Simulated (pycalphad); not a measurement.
All values are pycalphad results on the COST 507 light-alloy database (1999) (1 atm), not direct measurements. The data set is of 1999 and partly superseded. Not assessed as a whole: an extrapolation from subsystems, which can miss ternary compounds. Phase fractions are per mole of atoms. Kinetics are ignored, which matters at the lower temperatures.

Problem. Give the equilibrium state of Ti-3.241Al-0.8083C (wt.%) at 1427 °C.

Solution. bcc, fraction 0.938, with 3.4 Al, 0.28 C wt.%; fcc, fraction 0.062, with <0.01 Al, 10.9 C wt.%.

Problem. Give the equilibrium state of Ti-3.241Al-0.8083C (wt.%) at 527 °C.

Solution. hcp, fraction 0.915, with 3.5 Al, <0.01 C wt.%; fcc, fraction 0.085, with <0.01 Al, 12.4 C wt.%.

The fcc model also describes the rock-salt carbide or nitride (TiC, TiN, HfC).
